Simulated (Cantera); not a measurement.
## CS2 + O2 (abatement and gas-phase synthesis)

Charge: 1 mol CS2, 0.38 mol O2, held at 13300 Pa.

These are equilibrium values from Cantera (NASA tables, ideal gas, pure condensed phases), not measurements of a reactor. Candidate condensed phases: C, S; 22 gas species. The numbers say what is thermodynamically allowed, not how fast it happens.

| T (K) | x S2 | x CO | x S | x CS2 | x CS | x COS | x CO2 | x SO |
|---|---|---|---|---|---|---|---|---|
| 1700 | 0.430 | 0.427 | 0.000568 | 0.135 | 0.00140 | 0.00543 | 5.15e-5 | 1.79e-6 |
| 1800 | 0.431 | 0.428 | 0.00133 | 0.133 | 0.00327 | 0.00388 | 2.67e-5 | 2.19e-6 |
| 1900 | 0.431 | 0.427 | 0.00287 | 0.129 | 0.00689 | 0.00287 | 1.50e-5 | 2.67e-6 |
| 2000 | 0.431 | 0.426 | 0.00572 | 0.122 | 0.0131 | 0.00219 | 9.19e-6 | 3.28e-6 |
| 2100 | 0.430 | 0.423 | 0.0107 | 0.112 | 0.0225 | 0.00170 | 6.09e-6 | 4.08e-6 |
| 2200 | 0.428 | 0.419 | 0.0188 | 0.0979 | 0.0349 | 0.00135 | 4.38e-6 | 5.20e-6 |
| 2300 | 0.423 | 0.414 | 0.0313 | 0.0817 | 0.0493 | 0.00109 | 3.39e-6 | 6.81e-6 |
| 2400 | 0.414 | 0.407 | 0.0498 | 0.0650 | 0.0637 | 0.000884 | 2.80e-6 | 9.08e-6 |
| 2500 | 0.399 | 0.398 | 0.0758 | 0.0496 | 0.0765 | 0.000721 | 2.44e-6 | 1.22e-5 |
| 2600 | 0.377 | 0.389 | 0.110 | 0.0365 | 0.0865 | 0.000588 | 2.20e-6 | 1.64e-5 |
| 2700 | 0.348 | 0.378 | 0.154 | 0.0261 | 0.0934 | 0.000478 | 2.03e-6 | 2.15e-5 |
| 2800 | 0.311 | 0.366 | 0.207 | 0.0183 | 0.0974 | 0.000385 | 1.88e-6 | 2.74e-5 |
| 2900 | 0.270 | 0.353 | 0.266 | 0.0126 | 0.0990 | 0.000307 | 1.73e-6 | 3.34e-5 |
x: gas mole fraction; nothing condenses.

From 1700 K to 2900 K nothing is condensed. The main C-bearing gas is CO throughout.
